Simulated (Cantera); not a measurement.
Charge: 1 mol AlBr₃, 28 mol NH₃, 2.9 mol H₂, equilibrated at 850 K and 10.0 Torr.

Cantera equilibrium calculation (NASA polynomials, part measured and part estimated; ideal gas, pure solids and liquids). Candidate condensed phases: Al, AlBr₃, AlN, Br₂; 19 gas species. Kinetics and transport are ignored.

Base state: H₂ 0.726, N₂ 0.226, HBr 0.0468, AlBr₃ 0.00111 (mole fractions); condensed: AlN(s).

Problem. What changes in the equilibrium state with this change: temperature from 850 K to 2023.15 K?

Solution. 
```tsv
species	before	after
H₂	0.726	0.710
N₂	0.226	0.227
HBr	0.0468	0.0226
AlBr	<1e-9	0.0158
H	<1e-9	0.0139
Br	7.31e-8	0.0102
Al	<1e-9	0.000377
AlBr₃	0.00111	5.75e-6
AlN(s), mol	0.934	0
```
